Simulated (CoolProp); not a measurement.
R1132(E) along the isobar 7.51 bar: density (kg/m³) from the reference equation and from simpler models built on Tc = 75.7 °C, pc = 51.74 bar, ω = 0.245; each cubic takes its own stable root.

Model: reference Helmholtz-energy equation of state, Akasaka 2024, in CoolProp.

| T (°C) | phase | reference | ideal gas | van der Waals | Redlich-Kwong | Soave-Redlich-Kwong | Peng-Robinson |
|---|---|---|---|---|---|---|---|
| -0.65 | gas | 24.43 | 21.23 | 23.16 | 23.80 | 24.07 | 24.26 |
| 17.55 | gas | 22.16 | 19.90 | 21.42 | 21.84 | 21.99 | 22.15 |
| 35.85 | gas | 20.37 | 18.72 | 19.93 | 20.21 | 20.29 | 20.43 |
| 54.05 | gas | 18.92 | 17.68 | 18.66 | 18.85 | 18.88 | 19.00 |
| 72.25 | gas | 17.70 | 16.75 | 17.55 | 17.68 | 17.68 | 17.79 |
| 90.45 | gas | 16.66 | 15.91 | 16.57 | 16.66 | 16.64 | 16.73 |
| 108.65 | gas | 15.74 | 15.15 | 15.71 | 15.76 | 15.73 | 15.81 |
| 126.85 | gas | 14.93 | 14.46 | 14.93 | 14.96 | 14.92 | 15.00 |
